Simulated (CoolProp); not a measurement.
Ammonia at 293.15 K and 0.512 MPa is throttled through a valve to 0.284 MPa with no heat exchange. Each further row changes one setting.

Model: reference Helmholtz-energy equation of state, Gao 2020, in CoolProp.

| case | temperature change (K) | final density (kg/m³) |
|---|---|---|
| as stated | (withheld) | 2.11 |
| outlet pressure 0.0852 MPa | (withheld) | (withheld) |
| outlet pressure 0.369 MPa | (withheld) | (withheld) |

### Question
Fill in the missing entries.

### Answer

- as stated, temperature change (K): -7.0
- outlet pressure 0.0852 MPa, temperature change (K): -13.8
- outlet pressure 0.0852 MPa, final density (kg/m³): 0.632
- outlet pressure 0.369 MPa, temperature change (K): -4.3
- outlet pressure 0.369 MPa, final density (kg/m³): 2.74
